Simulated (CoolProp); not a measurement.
Vapour-liquid equilibrium of n-hexane (1) + m-xylene (2) at 426.2 K; x and y are mole fractions of (1).

The numbers come from the multi-fluid Helmholtz-energy mixture model, Thol 2019 and Zhou 2012; pair parameters Bell 2016 in CoolProp.

Task: Give the bubble pressure and the first vapour's composition at x = 0.15, 0.45, 0.75. Is there an azeotrope?

Result: x = 0.15: 0.2489 MPa, y = 0.484; x = 0.45: 0.4677 MPa, y = 0.803; x = 0.75: 0.6498 MPa, y = 0.919. No azeotrope shows between x = 0.05 and 0.95.

Pair parameters are fitted to limited data, so mixtures are less certain than the pure fluids.
